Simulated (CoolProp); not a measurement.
Vapour-liquid equilibrium of propane (1) + isohexane (2) at 0.213 bar; x and y are mole fractions of (1).

Values from CoolProp's multi-fluid Helmholtz-energy mixture model, Lemmon 2009 and Lemmon 2006; pair parameters Bell 2016.

```json
[
 {"x": "0.05", "bubble temperature (K)": "261.2", "y at the bubble point": "0.787", "dew temperature at overall composition x (K)": "290.4", "liquid density (mol/L)": "8.071"},
 {"x": "0.2", "bubble temperature (K)": "229.7", "y at the bubble point": "0.977", "dew temperature at overall composition x (K)": "286.6", "liquid density (mol/L)": "___"},
 {"x": "0.35", "bubble temperature (K)": "218.5", "y at the bubble point": "0.992", "dew temperature at overall composition x (K)": "282.2", "liquid density (mol/L)": "9.716"},
 {"x": "0.5", "bubble temperature (K)": "212.1", "y at the bubble point": "0.997", "dew temperature at overall composition x (K)": "276.9", "liquid density (mol/L)": "10.52"},
 {"x": "0.65", "bubble temperature (K)": "207.8", "y at the bubble point": "___", "dew temperature at overall composition x (K)": "270.0", "liquid density (mol/L)": "11.40"},
 {"x": "0.8", "bubble temperature (K)": "204.5", "y at the bubble point": "0.999", "dew temperature at overall composition x (K)": "260.1", "liquid density (mol/L)": "12.39"},
 {"x": "0.95", "bubble temperature (K)": "___", "y at the bubble point": "1.000", "dew temperature at overall composition x (K)": "___", "liquid density (mol/L)": "___"}
]
```

Complete the blanks.


- 0.2, liquid density (mol/L): 8.954
- 0.65, y at the bubble point: 0.998
- 0.95, bubble temperature (K): 201.7
- 0.95, dew temperature at overall composition x (K): 239.4
- 0.95, liquid density (mol/L): 13.52

No azeotrope shows between x = 0.05 and 0.95.

Pair parameters are fitted to limited data, so mixtures are less certain than the pure fluids.
